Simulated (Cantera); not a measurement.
Feed: 1 mol B₂O₃, 2.1 mol HCl, 7.9 mol O₂, equilibrated at 5.40 Pa.

Cantera equilibrium calculation (NASA polynomials, part measured and part estimated; ideal gas, pure solids and liquids). Candidate condensed phases: B, B₂O₃, B₃O₃H₃, H₂O; 33 gas species. The tables' values for BOCl are old estimates; treat these amounts as uncertain. Rates play no part. All values below are at 1625 K.

Base state: O₂ 0.661, Cl 0.118, HBO₂ 0.0927, HCl 0.0662, B₂O₃ 0.0358, H₂O 0.0122, BO₂ 0.0108, O 0.00215 (mole fractions); condensed: gas only.

### Question
What changes in the equilibrium state with this change: HCl from 2.1 to 4.1 mol?

### Answer
```tsv
species	before	after
O₂	0.661	0.539
Cl	0.118	0.159
HCl	0.0662	0.142
H₂O	0.0122	0.0280
B₂O₃	0.0358	0.0187
BO₂	0.0108	0.00742
HBO₂	0.0927	0.102
H₂	1.81e-5	4.60e-5
Cl₂	4.62e-5	8.41e-5
H	4.08e-5	6.51e-5
OH	0.00116	0.00167
```
